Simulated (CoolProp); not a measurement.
Properties of R113 along the isobar 9.11 MPa.

The numbers come from the reference Helmholtz-energy equation of state, Marx 1992 in CoolProp.

| T (K) | phase | density (kg/m³) | cv (kJ/(kg K)) | Joule-Thomson coefficient (K/MPa) | isothermal compressibility (1/MPa) | expansivity (1/kK) |
|---|---|---|---|---|---|---|
| 303.4 | liquid | 1575 | 0.6778 | -0.4012 | 0.001602 | 1.396 |
| 321.3 | liquid | 1535 | 0.6927 | -0.3739 | 0.001894 | 1.456 |
| 339.2 | liquid | 1495 | [?] | -0.3415 | [?] | 1.530 |
| 357 | liquid | 1454 | 0.7201 | -0.3027 | 0.002706 | 1.620 |
| 374.9 | liquid | 1411 | 0.7327 | -0.2552 | 0.003286 | 1.731 |
| 392.8 | liquid | 1366 | 0.7447 | -0.1963 | 0.004043 | 1.868 |
| 410.6 | liquid | 1320 | 0.7561 | -0.1224 | 0.005048 | 2.037 |
| 428.5 | liquid | 1270 | 0.7673 | -0.02668 | 0.006434 | 2.252 |
| 446.4 | liquid | [?] | [?] | [?] | 0.008399 | 2.527 |
| 464.3 | liquid | [?] | 0.7892 | 0.2710 | 0.01129 | 2.888 |
| 482.1 | liquid | [?] | 0.8001 | 0.5082 | [?] | 3.367 |
| 500 | supercritical | 1027 | 0.8112 | 0.8485 | 0.02269 | 4.017 |

### Question
Complete the blanks.

### Answer

- 339.2, cv (kJ/(kg K)): 0.7068
- 339.2, isothermal compressibility (1/MPa): 0.002255
- 446.4, density (kg/m³): 1217
- 446.4, cv (kJ/(kg K)): 0.7783
- 446.4, Joule-Thomson coefficient (K/MPa): 0.09970
- 464.3, density (kg/m³): 1159
- 482.1, density (kg/m³): 1097
- 482.1, isothermal compressibility (1/MPa): 0.01568
